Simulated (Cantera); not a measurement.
A freely propagating, adiabatic, planar premixed flame of 37.3 % CO, 1.42 % H₂, 12.9 % O₂, 48.4 % N₂, unburnt at 623 K and 5.00 bar; mixture-averaged transport, grid criteria slope 0.08 and curve 0.16, no radiation.

Computed with Cantera and GRI-Mech 3.0 (53 species, 325 reactions). The hydrogen kinetics of GRI-Mech 3.0 are dated; newer H2 mechanisms differ, most at raised pressure. Burning velocities carry a grid error of a few per cent, more on coarse grids.

**Question.** Predict: laminar burning velocity; thermal thickness; peak x(O).

**Answer.** 
```
Quantity                     Value
------------------------  --------
laminar burning velocity  130 cm/s
thermal thickness         0.131 mm
peak x(O)                   0.0132
```
